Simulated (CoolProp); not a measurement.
A single-stage vapour-compression cycle with the fluid: evaporating at 308.15 K (dew point), condensing at 365.15 K (bubble point), superheat 5 K, subcooling 8 K, compressor efficiency 0.8, no pressure losses. The same conditions are run with several fluids, on thermodynamics alone (safety and materials aside).

The numbers come from the reference Helmholtz-energy equation of state of each fluid (R236FA: Pan 2012; R141b: Lemmon 2006; R142b: Lemmon 2006; sulfur dioxide: Gao 2016; cyclopropane: Polt 1992; chloromethane (R40): Thol 2014) in CoolProp. The equations of Platzer and Polt are older, rougher fits.

```json
[
 {"fluid": "R236FA", "cooling COP": "2.97", "pressure ratio": "4.35", "discharge temperature (K)": "365.1", "refrigerating effect (kJ/kg)": "78.5", "volumetric capacity (kJ/m³)": "1930"},
 {"fluid": "R141b", "cooling COP": "3.68", "pressure ratio": "5.02", "discharge temperature (K)": "376.5", "refrigerating effect (kJ/kg)": "166", "volumetric capacity (kJ/m³)": "871"},
 {"fluid": "R142b", "cooling COP": "3.31", "pressure ratio": "3.90", "discharge temperature (K)": "375.8", "refrigerating effect (kJ/kg)": "130", "volumetric capacity (kJ/m³)": "2550"},
 {"fluid": "sulfur dioxide", "cooling COP": "3.52", "pressure ratio": "4.34", "discharge temperature (K)": "443.7", "refrigerating effect (kJ/kg)": "277", "volumetric capacity (kJ/m³)": "4010"},
 {"fluid": "cyclopropane", "cooling COP": "3.26", "pressure ratio": "3.37", "discharge temperature (K)": "387.6", "refrigerating effect (kJ/kg)": "269", "volumetric capacity (kJ/m³)": "4780"},
 {"fluid": "chloromethane (R40)", "cooling COP": "3.46", "pressure ratio": "3.65", "discharge temperature (K)": "420.2", "refrigerating effect (kJ/kg)": "281", "volumetric capacity (kJ/m³)": "4740"}
]
```

The compression ends wet for: R236FA.
